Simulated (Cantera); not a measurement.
Input (Python, Cantera):

```python
import numpy as np
import cantera as ct

gas = ct.Solution("gri30.yaml")
gas.TPX = 1750, 2666, {'C2H4': 1, 'H2': 49}
reactor = ct.IdealGasConstPressureReactor(gas, energy="off", clone=False)
net = ct.ReactorNet([reactor])
net.rtol, net.atol = 1e-08, 1e-18
show = ['C2H4', 'H2', 'C2H2', 'CH4', 'H']
times = np.geomspace(0.0006, 1, 10)

steps = ct.SolutionArray(gas, extra=["t"])
rows = []
print(f"{'t/s':>10s}{'T/K':>9s}{'P/Pa':>11s}" + "".join(f"{s:>11s}" for s in show))
for t in times:
    while net.time < t:
        t_next = net.step()
        steps.append(gas.state, t=t_next)
    rows.append([np.interp(t, steps.t, y) for y in (steps.T, steps.P, *steps(*show).X.T)])
    print(f"{t:10.3e}{rows[-1][0]:9.1f}{rows[-1][1]:11.4g}" + "".join(f"{x:11.3e}" for x in rows[-1][2:]))
rate = np.gradient(steps.T, steps.t)
print("integrator steps:", len(steps.t))
if steps.T.max() > steps.T[0] + 200:
    print(f"time of steepest temperature rise: {steps.t[rate.argmax()]:.4e} s")
gas.TPX = 1750, 2666, {'C2H4': 1, 'H2': 49}
gas.equilibrate("TP")
print(f"equilibrium (TP): T = {gas.T:.1f} K  " + "  ".join(f"{s} {gas[s].X[0]:.3e}" for s in show))
```

Output:

```
       t/s      T/K       P/Pa       C2H4         H2       C2H2        CH4          H
 6.000e-04   1750.0       2666  1.927e-02  9.800e-01  7.201e-04  1.548e-08  2.782e-06
 1.368e-03   1750.0       2666  1.835e-02  9.800e-01  1.622e-03  6.222e-08  6.312e-06
 3.120e-03   1750.0       2666  1.634e-02  9.801e-01  3.586e-03  2.269e-07  1.409e-05
 7.114e-03   1750.0       2666  1.231e-02  9.801e-01  7.540e-03  7.835e-07  2.998e-05
 1.622e-02   1750.0       2666  5.937e-03  9.802e-01  1.378e-02  2.202e-06  5.760e-05
 3.699e-02   1750.0       2666  8.336e-04  9.803e-01  1.879e-02  3.859e-06  1.057e-04
 8.434e-02   1750.0       2666  2.371e-05  9.802e-01  1.958e-02  4.275e-06  2.220e-04
 1.923e-01   1750.0       2666  1.951e-05  9.799e-01  1.958e-02  4.591e-06  4.791e-04
 4.385e-01   1750.0       2666  1.786e-05  9.795e-01  1.958e-02  6.247e-06  9.312e-04
 1.000e+00   1750.0       2666  1.705e-05  9.791e-01  1.957e-02  1.325e-05  1.338e-03
integrator steps: 686
equilibrium (TP): T = 1750.0 K  C2H4 1.681e-05  H2 9.788e-01  C2H2 1.943e-02  CH4 3.043e-04  H 1.419e-03
```

Model: GRI-Mech 3.0 (53 species, 325 reactions), integrated in Cantera. GRI-Mech 3.0 was tuned for natural gas; its chemistry of ethylene as a main component is partial and can be far from experiment. GRI-Mech 3.0 stops at C3 and has no aromatics, soot or wall deposition, so with more carbon than oxygen in the feed, carbon stays in small species such as C2H2 where larger ones or solid carbon would form. Radical loss at walls, strong at low pressure, is not modelled.
